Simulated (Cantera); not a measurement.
A closed system holds: 1 mol HMDSO, 0.21 mol N2O, at 0.0750 Torr.

Method: chemical equilibrium by Gibbs-energy minimisation in Cantera with the NASA 1993 tables (ideal gas, pure condensed phases). Candidate condensed phases: C, C6H6, C7H8, C8H18, H2O, Si, SiC, SiO2, Si2N2O, Si3N4; 151 gas species. The feed counts by its element totals alone. Mutual solubility and eutectic melting of coexisting phases are not modelled. The numbers say what is thermodynamically allowed, not how fast it happens.

log p: log10 of the partial pressure in bar; n: condensed amount in mol.

| T (°C) | log p H2 | log p CH4 | log p CO | log p N2 | n C(graphite) | n SiC(s) | n SiO2(α-quartz) | n Si2N2O(s) | n SiO2(β-quartz) |
|---|---|---|---|---|---|---|---|---|---|
| 252 | -4.04 | -5.08 | <-16 | <-16 | 4.23 | 1.08 | 0.500 | 0.210 | 0 |
| 302 | -4.01 | -5.73 | <-16 | <-16 | 4.75 | 1.08 | 0.500 | 0.210 | 0 |
| 352 | -4.00 | -6.32 | <-16 | <-16 | 4.88 | 1.08 | 0.500 | 0.210 | 0 |
| 402 | -4.00 | -6.84 | -14.60 | <-16 | 4.91 | 1.08 | 0.500 | 0.210 | 0 |
| 452 | -4.00 | -7.29 | -12.96 | <-16 | 4.92 | 1.08 | 0.500 | 0.210 | 0 |
| 502 | -4.00 | -7.69 | -11.54 | <-16 | 4.92 | 1.08 | 0.500 | 0.210 | 0 |
| 552 | -4.00 | … | … | … | 4.92 | 1.08 | 0.500 | 0.210 | 0 |
| 602 | -4.00 | -8.36 | -9.18 | -13.28 | 4.92 | 1.08 | 0 | 0.210 | 0.500 |
| 652 | -4.00 | -8.64 | -8.19 | -12.05 | 4.92 | 1.08 | 0 | 0.210 | 0.500 |
| 702 | -4.00 | -8.90 | -7.31 | -10.95 | 4.91 | 1.08 | 0 | 0.210 | 0.498 |
| 752 | -4.00 | -9.14 | -6.52 | -9.96 | 4.88 | 1.09 | 0 | 0.210 | 0.486 |
| 802 | -4.01 | … | … | … | 4.70 | 1.15 | 0 | 0.210 | … |
| 852 | -4.03 | -9.60 | -5.14 | -8.25 | 3.87 | 1.43 | 0 | 0.209 | 0.150 |

What belongs in the gaps?


- 802, log p CH4: -9.36
- 802, log p CO: -5.80
- 802, log p N2: -9.07
- 802, n SiO2(β-quartz): 0.427
- 552, log p CH4: -8.04
- 552, log p CO: -10.28
- 552, log p N2: -14.65
